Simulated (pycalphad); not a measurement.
All values are pycalphad results on the COST 507 light-alloy database (1999) (1 atm), not direct measurements. The database dates from 1999; later assessments differ in places, in temperatures and in the compounds included. Amounts are mole fractions of atoms.

Task: Give the equilibrium state of Mg-38.87Si (wt.%) at 1210 K.

Result: MG2SI, fraction 0.968, with 36.6 Si wt.%; DIAMOND_A4, fraction 0.032, with 100 Si wt.%.

Task: Give the equilibrium state of Mg-38.87Si (wt.%) at 1330 K.

Result: MG2SI, fraction 0.716, with 36.6 Si wt.%; LIQUID, fraction 0.284, with 44.5 Si wt.%.

Database names, with the compositions (at.%) that they take in these runs: MG2SI: Mg 67 Si 33. DIAMOND_A4 is diamond (Si).
